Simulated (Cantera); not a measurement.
## Stirred combustor or abatement burner

A perfectly stirred reactor is fed with 7.92 % CO, 2.93 % H2, 2.61 % CH4, 16.9 % O2, 63.6 % N2, 6.10 % CO2, at 0.220 bar; it is adiabatic with a 400 K inlet, and is followed from long to short residence time, starting on the burning branch (τ in s: 0.15, 0.055, 0.021, 0.0077, 0.0029, 0.0011, 0.00041, 0.00015, 5.7e-05, 2.2e-05, 8.1e-06).

Detailed kinetics in Cantera: GRI-Mech 3.0 (53 species, 325 reactions).

```json
[
 {"τ (s)": "0.15", "T (K)": "1755", "x CO": "0.00569", "x H2": "0.000731", "x CH4": "4.33e-6", "x C2H6": "2.28e-12", "x H2O2": "5.27e-8", "x NO2": "7.08e-9", "x CO2": "0.169"},
 {"τ (s)": "0.055", "T (K)": "1713", "x CO": "0.00935", "x H2": "0.00125", "x CH4": "8.42e-6", "x C2H6": "5.46e-12", "x H2O2": "8.48e-8", "x NO2": "3.43e-9", "x CO2": "0.165"},
 {"τ (s)": "0.021", "T (K)": "1655", "x CO": "0.0140", "x H2": "0.00197", "x CH4": "1.67e-5", "x C2H6": "1.46e-11", "x H2O2": "1.40e-7", "x NO2": "2.06e-9", "x CO2": "0.160"},
 {"τ (s)": "0.0077", "T (K)": "1574", "x CO": "0.0199", "x H2": "0.00292", "x CH4": "3.74e-5", "x C2H6": "5.24e-11", "x H2O2": "2.51e-7", "x NO2": "1.43e-9", "x CO2": "0.153"},
 {"τ (s)": "0.0029", "T (K)": "1471", "x CO": "0.0272", "x H2": "0.00399", "x CH4": "9.49e-5", "x C2H6": "2.72e-10", "x H2O2": "4.61e-7", "x NO2": "9.50e-10", "x CO2": "0.144"},
 {"τ (s)": "0.0011", "T (K)": "1332", "x CO": "0.0409", "x H2": "0.00540", "x CH4": "0.000341", "x C2H6": "3.56e-9", "x H2O2": "8.49e-7", "x NO2": "4.31e-10", "x CO2": "0.128"},
 {"τ (s)": "0.00041", "T (K)": "400", "x CO": "0.0792", "x H2": "0.0293", "x CH4": "0.0261", "x C2H6": "<1e-12", "x H2O2": "<1e-12", "x NO2": "<1e-12", "x CO2": "0.0610"},
 {"τ (s)": "0.00015", "T (K)": "400", "x CO": "0.0792", "x H2": "0.0293", "x CH4": "0.0261", "x C2H6": "<1e-12", "x H2O2": "<1e-12", "x NO2": "<1e-12", "x CO2": "0.0610"},
 {"τ (s)": "5.7e-5", "T (K)": "400", "x CO": "0.0792", "x H2": "0.0293", "x CH4": "0.0261", "x C2H6": "<1e-12", "x H2O2": "<1e-12", "x NO2": "<1e-12", "x CO2": "0.0610"},
 {"τ (s)": "2.2e-5", "T (K)": "400", "x CO": "0.0792", "x H2": "0.0293", "x CH4": "0.0261", "x C2H6": "<1e-12", "x H2O2": "<1e-12", "x NO2": "<1e-12", "x CO2": "0.0610"},
 {"τ (s)": "8.1e-6", "T (K)": "400", "x CO": "0.0792", "x H2": "0.0293", "x CH4": "0.0261", "x C2H6": "<1e-12", "x H2O2": "<1e-12", "x NO2": "<1e-12", "x CO2": "0.0610"}
]
```
x: mole fraction; the columns are a selection and need not sum to one.
